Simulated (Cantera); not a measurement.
## Adiabatic ignition

An adiabatic, constant-pressure homogeneous reactor starts with CH4 : O2 : N2 = 1 : 0.833 : 3.13 (molar parts), equivalence ratio 2.4, at 1648 K and 10.0 bar.

Cantera simulation using GRI-Mech 3.0 (53 species, 325 reactions); the numbers are that mechanism's predictions, not measurements.

| t (s) | T (K) | x CH4 | x O2 | x NO | x C2H | x N2O | x H2O | x CH2 |
|---|---|---|---|---|---|---|---|---|
| 8.00e-6 | 1648 | 0.201 | 0.168 | <1e-12 | <1e-12 | 1.33e-9 | 0.000244 | 2.98e-9 |
| 1.92e-5 | 1652 | 0.199 | 0.167 | 5.14e-12 | <1e-12 | 4.91e-9 | 0.00125 | 9.18e-9 |
| 4.63e-5 | 1686 | 0.188 | 0.160 | 5.86e-11 | 5.87e-11 | 2.99e-8 | 0.00885 | 6.63e-8 |
| 0.000111 | 2495 | 0.00227 | 9.26e-7 | 4.93e-5 | 1.10e-5 | 1.11e-8 | 0.119 | 2.15e-5 |
| 0.000268 | 2475 | 0.000304 | 5.11e-7 | 0.000140 | 4.32e-7 | 3.02e-8 | 0.0988 | 1.95e-6 |
| 0.000644 | 2472 | 2.61e-7 | 5.02e-7 | 0.000163 | 1.95e-10 | 3.01e-8 | 0.0973 | 1.63e-9 |
| 0.00155 | 2473 | 7.04e-9 | 5.06e-7 | 8.46e-5 | <1e-12 | 1.02e-8 | 0.0974 | 4.57e-11 |
| 0.00373 | 2473 | 6.55e-9 | 5.09e-7 | 4.22e-5 | <1e-12 | 4.90e-9 | 0.0974 | 4.24e-11 |
| 0.00896 | 2473 | 6.46e-9 | 5.09e-7 | 2.89e-5 | <1e-12 | 3.97e-9 | 0.0974 | 4.18e-11 |
| 0.0216 | 2473 | 6.46e-9 | 5.09e-7 | 2.76e-5 | <1e-12 | 3.89e-9 | 0.0974 | 4.18e-11 |
| 0.0519 | 2473 | 6.46e-9 | 5.09e-7 | 2.75e-5 | <1e-12 | 3.89e-9 | 0.0974 | 4.18e-11 |
| 0.125 | 2473 | 6.46e-9 | 5.09e-7 | 2.75e-5 | <1e-12 | 3.89e-9 | 0.0974 | 4.18e-11 |
| 0.300 | 2473 | 6.46e-9 | 5.09e-7 | 2.75e-5 | <1e-12 | 3.89e-9 | 0.0974 | 4.18e-11 |
x: mole fraction; the columns are a selection and need not sum to one.

| Quantity | Value |
|---|---|
| time of steepest temperature rise | 73.2 µs |
| temperature at 0.300 s | 2473 K |
| equilibrium temperature | 2473 K |
| x(CH4) at 0.300 s | 6.46e-9 (gas-phase equilibrium 7.28e-9) |
| x(O2) at 0.300 s | 5.09e-7 (gas-phase equilibrium 5.09e-7) |
| x(NO) at 0.300 s | 2.75e-5 (gas-phase equilibrium 2.75e-5) |
